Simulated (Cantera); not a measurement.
An isothermal, constant-pressure homogeneous reactor starts with 41.5 % CH₄, 58.5 % H₂, at 1700 K and 380 Pa.

Computed with Cantera and GRI-Mech 3.0 (53 species, 325 reactions). GRI-Mech 3.0 stops at C3 and has no aromatics, soot or wall deposition, so with more carbon than oxygen in the feed, carbon stays in small species such as C2H2 where larger ones or solid carbon would form. Radical loss at walls, strong at low pressure, is not modelled.

One state of this run: x CH₄ = 0.396; x H₂ = 0.593; x C₂H = 5.11e-9; x C₂H₂ = 0.00160; x C₂H₆ = 9.20e-5. x: mole fraction; the columns are a selection and need not sum to one.

**Question.** Which value of t (s) does it belong to?
A) 1.38
B) 0.0570
C) 0.478
D) 0.0197

**Answer.** B, 0.0570
